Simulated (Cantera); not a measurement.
A freely propagating, adiabatic, planar premixed flame of H2 : O2 : N2 = 1 : 0.556 : 2.61 (molar parts), equivalence ratio 0.90, unburnt at 325 K and 9.87 atm; mixture-averaged transport, grid criteria slope 0.08 and curve 0.16, no radiation.

Model: the H2/O2 subset of GRI-Mech 3.0, which has no nitrogen chemistry, integrated in Cantera. The hydrogen kinetics of GRI-Mech 3.0 are dated; newer H2 mechanisms differ, most at raised pressure. Burning velocities carry a grid error of a few per cent, more on coarse grids.

Q: How do the results move with these cheaper or finer settings: unity-Lewis-number transport; multicomponent transport; multicomponent+Soret transport; grid criteria slope 0.5, curve 1; grid criteria slope 0.25, curve 0.5; grid criteria slope 0.03, curve 0.06?

A: 
```json
[
 {"setting": "as above", "laminar burning velocity": "61.9 cm/s", "thermal thickness": "0.0396 mm", "peak x(H2O2)": "0.000328", "peak x(HO2)": "0.000918", "grid points": "111"},
 {"setting": "unity-Lewis-number transport", "laminar burning velocity": "101 cm/s", "thermal thickness": "0.0275 mm", "peak x(H2O2)": "0.000129", "peak x(HO2)": "0.000828", "grid points": "113"},
 {"setting": "multicomponent transport", "laminar burning velocity": "63.7 cm/s", "thermal thickness": "0.0386 mm", "peak x(H2O2)": "0.000322", "peak x(HO2)": "0.000927", "grid points": "113"},
 {"setting": "multicomponent+Soret transport", "laminar burning velocity": "58.2 cm/s", "thermal thickness": "0.0402 mm", "peak x(H2O2)": "0.000322", "peak x(HO2)": "0.000870", "grid points": "115"},
 {"setting": "grid criteria slope 0.5, curve 1", "laminar burning velocity": "52.2 cm/s", "thermal thickness": "0.0501 mm", "peak x(H2O2)": "0.000363", "peak x(HO2)": "0.000751", "grid points": "36"},
 {"setting": "grid criteria slope 0.25, curve 0.5", "laminar burning velocity": "58.5 cm/s", "thermal thickness": "0.0432 mm", "peak x(H2O2)": "0.000335", "peak x(HO2)": "0.000862", "grid points": "51"},
 {"setting": "grid criteria slope 0.03, curve 0.06", "laminar burning velocity": "64.9 cm/s", "thermal thickness": "0.0378 mm", "peak x(H2O2)": "0.000318", "peak x(HO2)": "0.000952", "grid points": "259"}
]
```
Unity Lewis numbers drop preferential diffusion, which matters most where H2 and H carry the flame; Soret adds thermal diffusion.
